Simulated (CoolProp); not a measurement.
A simple Rankine cycle with n-nonane: condensing at 332.15 K, boiler at 0.111 MPa, turbine inlet 429.5 K, turbine efficiency 0.7, pump efficiency 0.7, no recuperator. Each further row changes one setting.

The numbers come from the reference Helmholtz-energy equation of state, Lemmon 2006 in CoolProp. It is a short technical equation, of lower accuracy than the large ones.

| case | thermal efficiency (%) | net work (kJ/kg) | heat in (kJ/kg) | turbine exit temperature (K) | volume ratio over the turbine |
|---|---|---|---|---|---|
| as stated | 11.4 | 60.9 | 533 | 398.3 | 28.8 |
| turbine inlet 449.5 K | 11.1 | 64.2 | 579 | 418.4 | 28.6 |
| condensing temperature 324.15 K | (withheld) | 67.8 | 551 | 394.9 | (withheld) |
| boiler pressure 0.0777 MPa | 10.3 | (withheld) | 535 | 402.0 | 20.0 |
| turbine efficiency 0.6 | 9.8 | 52.2 | 533 | (withheld) | 29.1 |

Problem. Some entries are withheld; supply them.

Solution. 
- condensing temperature 324.15 K, thermal efficiency (%): 12.3
- condensing temperature 324.15 K, volume ratio over the turbine: 42.6
- boiler pressure 0.0777 MPa, net work (kJ/kg): 55.2
- turbine efficiency 0.6, turbine exit temperature (K): 402.4
